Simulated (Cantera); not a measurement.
A Cantera script and what it prints.

```python
import numpy as np
import cantera as ct

gas_names = """
    B BH BH2 BH3 BN BO BO2 B2 B2O B2O2 B2O3 B3O3H3 H HBO HBO2 HNO HNO2 HNO3 HO2 H2 H2O H2O2 H3B3O6 N NH
    NH2 NH3 NH2OH NO NO2 NO3 N2 N2H2 N2H4 N2O O OH O2 O3
""".split()
cond_names = """
    B(b) B(L) BN(s) B2O3(L) B3O3H3(cr) H2O(s) H2O(L)
""".split()


def load(file, names, dense=False):
    # The tables refer to 1 bar. Condensed volumes are neglected.
    table = {s.name: s for s in ct.Species.list_from_file(file)}
    out = []
    for n in names:
        d = dict(table[n].input_data)
        d["thermo"] = dict(d["thermo"], **{"reference-pressure": 1e5})
        if dense:
            d["equation-of-state"] = {"model": "constant-volume", "density": "1e6 g/cm^3"}
        out.append(ct.Species.from_dict(d))
    return out


gas = ct.Solution(thermo="ideal-gas", species=load("nasa_gas.yaml", gas_names))
cond = {s.name: ct.Solution(thermo="fixed-stoichiometry", species=[s], name=s.name)
        for s in load("nasa_condensed.yaml", cond_names, dense=True)}
atoms = {
    'B2H6': {'B': 2, 'H': 6},
    'H2O': {'H': 2, 'O': 1},
    'N2': {'N': 2},
}
top_T = {'BN(s)': 3200}  # K; cautious upper limits of use, not melting points


def equilibrate(T, P, feed):
    n = {}
    for name, mol in feed.items():
        for a, k in atoms[name].items():
            n[a] = n.get(a, 0.0) + k * mol
    gas.TPX = T, P, n
    mass = sum(n.values()) * gas.mean_molecular_weight
    gas.equilibrate("TP")
    valid = [c for c in cond.values() if c.min_temp <= T <= top_T.get(c.name, c.max_temp)]
    mix = ct.Mixture([(gas, mass / gas.mean_molecular_weight)] + [(c, 0.0) for c in valid])
    mix.T, mix.P = T, P
    mix.equilibrate("TP", solver="vcs", rtol=1e-11, max_steps=5000)
    return mix


results = []
T = 2125  # K
P = 38  # Pa
for m in [0.54, 1.1, 2.2, 4.4, 8.8, 18, 35, 71]:
    feed = {'B2H6': 1, 'H2O': 2.7, 'N2': m}  # mol
    mix = equilibrate(T, P, feed)
    results.append((T, P, feed, dict(zip(mix.species_names, mix.species_moles))))

top = {s: max(r[3][s] / sum(r[3][g] for g in gas_names) for r in results) for s in gas_names}
cols = sorted((s for s in top if top[s] > 0.0001), key=lambda s: -top[s])[:8]
seen = [c for c in cond_names if any(r[3].get(c, 0) > 1e-12 for r in results)]
print("log10 of partial pressures in bar; condensed amounts in mol")
print(f"{'n(N2)':>10s}" + "".join(f"{s[:9]:>10s}" for s in cols + seen))
for T, P, feed, n in results:
    ng = sum(n[g] for g in gas_names)
    print(f"{feed['N2']:10.4g}" + "".join(f"{np.log10(max(n[s] / ng * P / 1e5, 1e-99)):10.3f}" for s in cols)
          + "".join(f"{n.get(c, 0):10.4g}" for c in seen))
```

Output:

```
log10 of partial pressures in bar; condensed amounts in mol
     n(N2)        N2        H2         H        BO      HBO2      B2O3       HBO       H2O
      0.54    -4.603    -3.658    -4.269    -4.443    -4.787    -4.896    -4.944    -5.579
       1.1    -4.324    -3.689    -4.284    -4.466    -4.815    -4.931    -4.983    -5.599
       2.2    -4.076    -3.745    -4.313    -4.508    -4.865    -4.995    -5.053    -5.636
       4.4    -3.864    -3.841    -4.360    -4.579    -4.950    -5.102    -5.171    -5.697
       8.8    -3.700    -3.988    -4.434    -4.688    -5.080    -5.269    -5.355    -5.792
        18    -3.583    -4.200    -4.540    -4.847    -5.267    -5.509    -5.619    -5.926
        35    -3.515    -4.446    -4.663    -5.032    -5.486    -5.789    -5.927    -6.082
        71    -3.472    -4.750    -4.815    -5.258    -5.758    -6.136    -6.306    -6.280
```

These are equilibrium values from Cantera (NASA tables, ideal gas, pure condensed phases), not measurements of a reactor. The feed counts by its element totals alone.
